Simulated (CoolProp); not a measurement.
Sulfur dioxide along the isotherm 73.45 °C: fugacity coefficient from the reference equation and from simpler models built on Tc = 157.5 °C, pc = 7.887 MPa, ω = 0.256; each cubic takes its own stable root.

The numbers come from the reference Helmholtz-energy equation of state, Gao 2016 in CoolProp.

```json
[
 {"p (MPa)": "2.19", "phase": "liquid", "reference": "0.6092", "Redlich-Kwong": "0.7797", "Soave-Redlich-Kwong": "0.6248", "Peng-Robinson": "0.6117"},
 {"p (MPa)": "4.38", "phase": "liquid", "reference": "0.3170", "Redlich-Kwong": "0.4088", "Soave-Redlich-Kwong": "0.3268", "Peng-Robinson": "0.3183"},
 {"p (MPa)": "6.57", "phase": "liquid", "reference": "___", "Redlich-Kwong": "0.2855", "Soave-Redlich-Kwong": "0.2278", "Peng-Robinson": "0.2207"},
 {"p (MPa)": "8.76", "phase": "liquid", "reference": "0.1715", "Redlich-Kwong": "0.2242", "Soave-Redlich-Kwong": "0.1786", "Peng-Robinson": "0.1721"},
 {"p (MPa)": "11", "phase": "liquid", "reference": "0.1421", "Redlich-Kwong": "0.1871", "Soave-Redlich-Kwong": "0.1487", "Peng-Robinson": "0.1426"},
 {"p (MPa)": "13.1", "phase": "liquid", "reference": "0.1239", "Redlich-Kwong": "0.1640", "Soave-Redlich-Kwong": "0.1302", "Peng-Robinson": "0.1242"},
 {"p (MPa)": "15.3", "phase": "liquid", "reference": "0.1102", "Redlich-Kwong": "0.1469", "Soave-Redlich-Kwong": "0.1164", "Peng-Robinson": "0.1105"},
 {"p (MPa)": "17.5", "phase": "liquid", "reference": "___", "Redlich-Kwong": "0.1342", "Soave-Redlich-Kwong": "0.1062", "Peng-Robinson": "0.1004"},
 {"p (MPa)": "19.7", "phase": "liquid", "reference": "0.09246", "Redlich-Kwong": "0.1246", "Soave-Redlich-Kwong": "___", "Peng-Robinson": "0.09264"}
]
```

Q: What belongs in the gaps?

A: 
- 6.57, reference: 0.2198
- 17.5, reference: 0.1002
- 19.7, Soave-Redlich-Kwong: 0.09850
